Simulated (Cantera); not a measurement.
Input (Python, Cantera):

```python
import numpy as np
import cantera as ct

gas = ct.Solution("h2o2.yaml")
gas.TPX = 975, 1333, {'H2': 0.014, 'O2': 1}
reactor = ct.IdealGasConstPressureReactor(gas, energy="off", clone=False)
net = ct.ReactorNet([reactor])
net.rtol, net.atol = 1e-08, 1e-18
show = ['H2', 'O2', 'OH', 'H2O', 'HO2', 'O', 'H']
times = np.geomspace(3e-06, 3, 14)

steps = ct.SolutionArray(gas, extra=["t"])
rows = []
print(f"{'t/s':>10s}{'T/K':>9s}{'P/Pa':>11s}" + "".join(f"{s:>11s}" for s in show))
for t in times:
    while net.time < t:
        t_next = net.step()
        steps.append(gas.state, t=t_next)
    rows.append([np.interp(t, steps.t, y) for y in (steps.T, steps.P, *steps(*show).X.T)])
    print(f"{t:10.3e}{rows[-1][0]:9.1f}{rows[-1][1]:11.4g}" + "".join(f"{x:11.3e}" for x in rows[-1][2:]))
rate = np.gradient(steps.T, steps.t)
print("integrator steps:", len(steps.t))
if steps.T.max() > steps.T[0] + 200:
    print(f"time of steepest temperature rise: {steps.t[rate.argmax()]:.4e} s")
gas.TPX = 975, 1333, {'H2': 0.014, 'O2': 1}
gas.equilibrate("TP")
print(f"equilibrium (TP): T = {gas.T:.1f} K  " + "  ".join(f"{s} {gas[s].X[0]:.3e}" for s in show))
```

Output:

```
       t/s      T/K       P/Pa         H2         O2         OH        H2O        HO2          O          H
 3.000e-06    975.0       1333  1.381e-02  9.862e-01  1.990e-15  6.847e-18  1.965e-13  1.995e-15  1.944e-13
 8.683e-06    975.0       1333  1.381e-02  9.862e-01  1.558e-14  1.309e-16  5.689e-13  1.568e-14  5.528e-13
 2.513e-05    975.0       1333  1.381e-02  9.862e-01  1.239e-13  2.887e-15  1.648e-12  1.259e-13  1.521e-12
 7.273e-05    975.0       1333  1.381e-02  9.862e-01  9.125e-13  6.337e-14  4.780e-12  9.562e-13  3.854e-12
 2.105e-04    975.0       1333  1.381e-02  9.862e-01  5.589e-12  1.204e-12  1.390e-11  6.395e-12  8.483e-12
 6.093e-04    975.0       1333  1.381e-02  9.862e-01  2.713e-11  1.819e-11  4.061e-11  3.824e-11  1.913e-11
 1.763e-03    975.0       1333  1.381e-02  9.862e-01  1.675e-10  2.814e-10  1.219e-10  3.065e-10  8.394e-11
 5.104e-03    975.0       1333  1.381e-02  9.862e-01  7.136e-09  1.759e-08  6.681e-10  1.427e-08  3.318e-09
 1.477e-02    975.0       1333  1.308e-02  9.856e-01  2.048e-04  5.626e-04  3.236e-06  4.281e-04  1.141e-04
 4.275e-02    975.0       1333  1.047e-04  9.810e-01  3.729e-04  1.330e-02  2.857e-06  4.650e-03  5.409e-04
 1.237e-01    975.0       1333  2.016e-05  9.846e-01  1.674e-04  1.375e-02  1.515e-06  1.352e-03  7.012e-05
 3.581e-01    975.0       1333  3.350e-06  9.858e-01  6.922e-05  1.386e-02  6.184e-07  2.425e-04  5.192e-06
 1.037e+00    975.0       1333  4.416e-07  9.860e-01  2.654e-05  1.389e-02  1.854e-07  3.529e-05  2.897e-07
 3.000e+00    975.0       1333  5.946e-08  9.861e-01  1.045e-05  1.390e-02  4.474e-08  5.357e-06  1.730e-08
integrator steps: 1495
equilibrium (TP): T = 975.0 K  H2 4.968e-12  O2 9.861e-01  OH 1.129e-07  H2O 1.390e-02  HO2 2.497e-10  O 6.245e-10  H 2.223e-14
```

Cantera simulation using the H2/O2 subset of GRI-Mech 3.0, which has no nitrogen chemistry; the numbers are that mechanism's predictions, not measurements. Radical loss at walls, strong at low pressure, is not modelled.
